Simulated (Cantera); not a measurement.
Input: 1 mol Fe2O3, 3.5 mol SO3, 1.4 mol CO2, at 1 atm.

Cantera equilibrium calculation (NASA polynomials, part measured and part estimated; ideal gas, pure solids and liquids). Candidate condensed phases: C, Fe, Fe(CO)5, FeO, FeS, FeSO4, FeS2, Fe2O3, Fe2(SO4)3, Fe3O4, S; 25 gas species. Kinetics and transport are ignored.

**Question.** Which condensed phases are stable at each of these points (T (K)): 773, 848, 923, 998, 1073, 1148, 1223, 1298, 1373, 1448, 1523, 1598?

**Answer.** 
```csv
T (K),condensed phases,Fe condensed (%)
773,Fe2(SO4)3(s),100.0
848,Fe2(SO4)3(s),100.0
923,Fe2(SO4)3(s),100.0
998,Fe2O3(s),100.0
1073,Fe2O3(s),100.0
1148,Fe2O3(s),100.0
1223,Fe2O3(s),100.0
1298,Fe2O3(s),100.0
1373,Fe2O3(s),100.0
1448,Fe2O3(s),100.0
1523,Fe2O3(s),100.0
1598,Fe2O3(s),100.0
```

From 773 K to 923 K the condensed part is Fe2(SO4)3(s). From 998 K to 1598 K the condensed part is Fe2O3(s).
